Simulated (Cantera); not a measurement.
Charge: 1 mol H2S, 0.043 mol H2O, 0.13 mol H2, 2 mol O2, at 3125 °C and 1.00 bar.

Method: chemical equilibrium by Gibbs-energy minimisation in Cantera with the NASA 1993 tables (ideal gas, pure condensed phases). Candidate condensed phases: H2O, H2SO4, S; 19 gas species. Rates play no part.

Base state: SO2 0.154, H2O 0.147, O 0.143, O2 0.143, OH 0.125, H 0.111, SO 0.105, H2 0.0569 (mole fractions); condensed: gas only.

What changes in the equilibrium state with this change: O2 from 2 to 0.024 mol?


| species | before | after |
|---|---|---|
| H2 | 0.0569 | 0.338 |
| H | 0.111 | 0.271 |
| S | 0.0134 | 0.197 |
| O2 | 0.143 | 2.79e-5 |
| SO2 | 0.154 | 0.000441 |
| S2 | 0.000361 | 0.0775 |
| O | 0.143 | 0.00200 |
| SH | 0.00198 | 0.0706 |
| OH | 0.125 | 0.00424 |
| H2O | 0.147 | 0.0122 |
| SO | 0.105 | 0.0215 |
| SO3 | 3.41e-5 | 1.36e-9 |
| HO2 | 7.31e-5 | 3.48e-8 |
| H2S | 6.83e-5 | 0.00594 |
| S2O | 4.09e-5 | 0.000123 |
